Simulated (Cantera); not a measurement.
Input (Python, Cantera):

```python
import numpy as np
import cantera as ct

gas = ct.Solution("gri30.yaml")
gas.TPX = 575, 100000, {'CH4': 1, 'CO': 0.59, 'O2': 2.09, 'N2': 7.84, 'H2O': 0.48}
flame = ct.FreeFlame(gas, width=0.04)
flame.set_refine_criteria(ratio=3, slope=0.08, curve=0.16)
flame.transport_model = "mixture-averaged"
flame.solve(loglevel=0, auto=True)
flame.transport_model = "multicomponent"
flame.soret_enabled = True
flame.solve(loglevel=0, refine_grid=True)
z, T = flame.grid, flame.T
thick = (T[-1] - T[0]) / np.gradient(T, z).max()
show = ['CH4', 'CO', 'O2', 'N2O', 'CH2CO', 'C2H6']
print(f"laminar burning velocity  {flame.velocity[0] * 100:.3f} cm/s")
print(f"burnt temperature         {T[-1]:.1f} K")
print(f"thermal thickness         {thick * 1e3:.4f} mm")
print(f"grid points               {len(z)}")
z0 = z[flame.heat_release_rate.argmax()]
print(f"{'z/mm':>9s}{'T/K':>9s}{'u/(m/s)':>9s}" + "".join(f"{s:>11s}" for s in show))
rows = []
for k in (-3, -2, -1.5, -1, -0.5, -0.25, 0, 0.25, 0.5, 1, 2, 4, 8):
    zz = z0 + k * thick
    rows.append([k * thick, np.interp(zz, z, T), np.interp(zz, z, flame.velocity),
                 *(np.interp(zz, z, flame.X[gas.species_index(s)]) for s in show)])
    print(f"{rows[-1][0] * 1e3:9.3f}{rows[-1][1]:9.1f}{rows[-1][2]:9.3f}" + "".join(f"{x:11.3e}" for x in rows[-1][3:]))
```

It prints:

```
laminar burning velocity  122.994 cm/s
burnt temperature         2343.7 K
thermal thickness         0.3479 mm
grid points               154
     z/mm      T/K  u/(m/s)        CH4         CO         O2        N2O      CH2CO       C2H6
   -1.044    575.1    1.231  8.328e-02  4.914e-02  1.741e-01  1.063e-13  1.381e-10  1.037e-08
   -0.696    576.0    1.234  8.307e-02  4.910e-02  1.739e-01  2.442e-12  3.024e-09  2.069e-07
   -0.522    580.6    1.246  8.250e-02  4.909e-02  1.735e-01  1.934e-11  2.903e-08  1.812e-06
   -0.348    618.6    1.332  7.936e-02  4.953e-02  1.712e-01  2.797e-10  5.322e-07  2.862e-05
   -0.174    945.1    2.058  6.013e-02  5.642e-02  1.472e-01  5.787e-09  1.729e-05  5.477e-04
   -0.087   1342.5    2.953  3.502e-02  6.818e-02  1.096e-01  1.838e-08  6.907e-05  7.824e-04
    0.000   1732.9    3.843  8.819e-03  7.978e-02  6.227e-02  4.263e-08  8.655e-05  9.475e-05
    0.087   1901.0    4.211  6.771e-04  7.400e-02  3.322e-02  6.952e-08  1.456e-05  4.950e-07
    0.174   1951.5    4.299  2.592e-05  6.209e-02  2.259e-02  8.275e-08  6.212e-07  6.025e-10
    0.348   2006.7    4.389  3.624e-08  4.987e-02  1.676e-02  8.315e-08  7.100e-10  7.323e-15
    0.696   2073.4    4.511  9.685e-12  4.423e-02  1.366e-02  8.092e-08  1.999e-13  2.823e-16
    1.392   2150.3    4.656  3.629e-15  4.130e-02  1.082e-02  8.174e-08  3.531e-15  2.266e-16
    2.783   2224.7    4.793  9.258e-16  3.799e-02  7.873e-03  8.307e-08  1.874e-16  1.046e-17
```

Detailed kinetics in Cantera: GRI-Mech 3.0 (53 species, 325 reactions). Burning velocities carry a grid error of a few per cent, more on coarse grids.
